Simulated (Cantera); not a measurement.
A Cantera script and what it prints.

```python
import numpy as np
import cantera as ct

gas_names = """
    SiC4H12 SiC2 Si2C C3H8
""".split()
cond_names = """

""".split()


# ... load() reads the species with a 1 bar reference pressure and builds the phases ...
species = {s.name: s for s in load("nasa_gas.yaml", gas_names) + load("nasa_condensed.yaml", cond_names)}
# Each term lists the table entries of one substance; the one whose range holds T is used.
reactions = {
    '6 Si(CH3)4(g) + 4 SiC2(g) = 5 Si2C(g) + 9 C3H8(g)':
        [(-6, ['SiC4H12']), (-4, ['SiC2']), (5, ['Si2C']), (9, ['C3H8'])],
}


def pick(names, T):
    return next(species[n] for n in names if species[n].thermo.min_temp <= T <= species[n].thermo.max_temp)


results = []
for label, terms in reactions.items():
    print(label)
    print("     T/K   dH/kJ  dS/(J/K)   dG/kJ   log10 K")
    for T in [800, 875, 950, 1025, 1100, 1175, 1250, 1325, 1400]:
        used = [(nu, pick(names, T)) for nu, names in terms]
        dH = sum(nu * s.thermo.h(T) for nu, s in used) / 1e6
        dS = sum(nu * s.thermo.s(T) for nu, s in used) / 1e3
        dG = dH - T * dS / 1e3
        logK = -dG * 1e6 / (ct.gas_constant * T * np.log(10))
        results.append((label, T, dH, dS, dG, logK, [s.name for _, s in used]))
        print(f"{T:8g} {dH:8.1f} {dS:8.1f} {dG:8.1f} {logK:8.2f}")
```

Result:

```
6 Si(CH3)4(g) + 4 SiC2(g) = 5 Si2C(g) + 9 C3H8(g)
     T/K   dH/kJ  dS/(J/K)   dG/kJ   log10 K
     800    952.0    440.4    599.7   -39.15
     875    947.2    434.7    566.9   -33.84
     950    942.6    429.6    534.4   -29.39
    1025    938.4    425.3    502.4   -25.60
    1100    934.4    421.6    470.6   -22.35
    1175    930.4    418.0    439.2   -19.52
    1250    926.4    414.8    407.9   -17.05
    1325    922.5    411.7    376.9   -14.86
    1400    918.6    408.9    346.2   -12.91
```

Standard-state values (1 bar) from the NASA 1993 polynomials, evaluated with Cantera. Condensed species are held in their standard states even where they would react or evaporate.
